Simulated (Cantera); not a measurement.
Feed: 1 mol Fe, 0.41 mol Cl2, 0.29 mol N2, held at 1648.15 K and 130000 Pa.

Equilibrium computed with Cantera from the NASA thermochemical tables; the gas is ideal and each condensed phase is pure. Candidate condensed phases: Fe, FeCl2, FeCl3; 10 gas species. The numbers say what is thermodynamically allowed, not how fast it happens.

Base state: FeCl2 0.576, N2 0.417, Fe2Cl4 0.00625, FeCl3 0.000377, Cl 4.78e-5 (mole fractions); condensed: Fe(γ).

**Question.** What changes in the equilibrium state with this change: N2 from 0.29 to 2.9 mol?

**Answer.** 
```tsv
species	before	after
N2	0.417	0.876
FeCl2	0.576	0.123
Fe2Cl4	0.00625	0.000286
FeCl3	0.000377	3.73e-5
Cl	4.78e-5	2.21e-5
Fe(γ), mol	0.590	0.590
```

**Question.** What changes in the equilibrium state with this change: temperature from 1648.15 K to 1225 K?

**Answer.** 
```json
[
 {"species": "N2", "before": "0.417", "after": "0.611"},
 {"species": "FeCl2", "before": "0.576", "after": "0.322"},
 {"species": "Fe2Cl4", "before": "0.00625", "after": "0.0665"},
 {"species": "Cl", "before": "4.78e-5", "after": "2.10e-7"},
 {"species": "FeCl3", "before": "0.000377", "after": "0.000354"},
 {"species": "Fe(γ), mol", "before": "0.590", "after": "0.590"},
 {"species": "FeCl2(l), mol", "before": "0", "after": "0.194"}
]
```
Mutual solubility and eutectic melting of coexisting phases are not modelled.
